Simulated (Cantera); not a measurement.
# Adiabatic ignition

An adiabatic, constant-pressure homogeneous reactor starts with 4.32 % CO, 0.778 % H2, 8.51 % O2, 86.4 % N2, equivalence ratio 0.30, at 1025 K and 3750 Torr.

Model: GRI-Mech 3.0 (53 species, 325 reactions), integrated in Cantera. The hydrogen kinetics of GRI-Mech 3.0 are dated; newer H2 mechanisms differ, most at raised pressure.

```json
[
 {"t (s)": "2.00e-6", "T (K)": "1025", "x CO": "0.0432", "x H2": "0.00778", "x O2": "0.0851", "x NO": "<1e-12", "x NO2": "<1e-12"},
 {"t (s)": "5.11e-6", "T (K)": "1025", "x CO": "0.0432", "x H2": "0.00778", "x O2": "0.0851", "x NO": "<1e-12", "x NO2": "<1e-12"},
 {"t (s)": "1.30e-5", "T (K)": "1025", "x CO": "0.0432", "x H2": "0.00778", "x O2": "0.0851", "x NO": "<1e-12", "x NO2": "<1e-12"},
 {"t (s)": "3.33e-5", "T (K)": "1025", "x CO": "0.0432", "x H2": "0.00778", "x O2": "0.0851", "x NO": "<1e-12", "x NO2": "<1e-12"},
 {"t (s)": "8.50e-5", "T (K)": "1025", "x CO": "0.0432", "x H2": "0.00778", "x O2": "0.0851", "x NO": "<1e-12", "x NO2": "<1e-12"},
 {"t (s)": "0.000217", "T (K)": "1025", "x CO": "0.0432", "x H2": "0.00778", "x O2": "0.0851", "x NO": "<1e-12", "x NO2": "<1e-12"},
 {"t (s)": "0.000554", "T (K)": "1025", "x CO": "0.0432", "x H2": "0.00778", "x O2": "0.0851", "x NO": "<1e-12", "x NO2": "<1e-12"},
 {"t (s)": "0.00141", "T (K)": "1025", "x CO": "0.0432", "x H2": "0.00777", "x O2": "0.0851", "x NO": "<1e-12", "x NO2": "<1e-12"},
 {"t (s)": "0.00361", "T (K)": "1026", "x CO": "0.0431", "x H2": "0.00770", "x O2": "0.0850", "x NO": "<1e-12", "x NO2": "<1e-12"},
 {"t (s)": "0.00922", "T (K)": "1057", "x CO": "0.0410", "x H2": "0.00601", "x O2": "0.0832", "x NO": "1.40e-11", "x NO2": "1.80e-11"},
 {"t (s)": "0.0235", "T (K)": "1439", "x CO": "5.39e-5", "x H2": "2.60e-7", "x O2": "0.0612", "x NO": "8.42e-7", "x NO2": "2.57e-8"},
 {"t (s)": "0.0601", "T (K)": "1439", "x CO": "4.52e-7", "x H2": "1.46e-8", "x O2": "0.0612", "x NO": "9.03e-7", "x NO2": "7.64e-9"},
 {"t (s)": "0.153", "T (K)": "1439", "x CO": "1.53e-7", "x H2": "1.18e-8", "x O2": "0.0612", "x NO": "9.07e-7", "x NO2": "7.09e-9"},
 {"t (s)": "0.392", "T (K)": "1439", "x CO": "1.52e-7", "x H2": "1.18e-8", "x O2": "0.0612", "x NO": "9.11e-7", "x NO2": "7.12e-9"},
 {"t (s)": "1.00", "T (K)": "1439", "x CO": "1.52e-7", "x H2": "1.18e-8", "x O2": "0.0612", "x NO": "9.20e-7", "x NO2": "7.20e-9"}
]
```
x: mole fraction; the columns are a selection and need not sum to one.

The time of steepest temperature rise is 16.3 ms and the temperature at 1.00 s is 1439 K. The equilibrium temperature is 1438 K and the x(CO) at 1.00 s comes out as 1.52e-7 (gas-phase equilibrium 1.50e-7). The x(H2) at 1.00 s is 1.18e-8 (gas-phase equilibrium 1.16e-8) and the x(O2) at 1.00 s comes out as 0.0612 (gas-phase equilibrium 0.0609).
